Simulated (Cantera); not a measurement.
A closed system holds: 1 mol TiO2, 2.4 mol HCl, 3.8 mol H2, held at 1750 K and 1.00 bar.

Equilibrium computed with Cantera from the NASA thermochemical tables; the gas is ideal and each condensed phase is pure. Candidate condensed phases: H2O, Ti, TiCl2, TiCl3, TiCl4, TiO, TiO2, Ti2O3, Ti3O5, Ti4O7; 23 gas species. Condensed phases not in the tables: Magnéli phases beyond Ti4O7. Rates play no part.

Task: What is the equilibrium state?

Result: 
| Quantity | Value |
|---|---|
| x(H2) | 0.572 |
| x(HCl) | 0.387 |
| x(H2O) | 0.0404 |
| x(H) | 0.000176 |
| x(Cl) | 9.17e-5 |
| x(TiCl3) | 3.85e-5 |
| x(TiCl4) | 1.47e-5 |
| x(TiOCl2) | 1.60e-6 |
| n(Ti4O7(s)) | 0.250 mol |
| gas amount | 6.201 mol |
| log10 activity of Ti3O5(s) (absent) | -0.10 |
| log10 activity of Ti2O3(s) (absent) | -0.64 |
| log10 activity of TiCl4(l) (absent) | -6.74 |
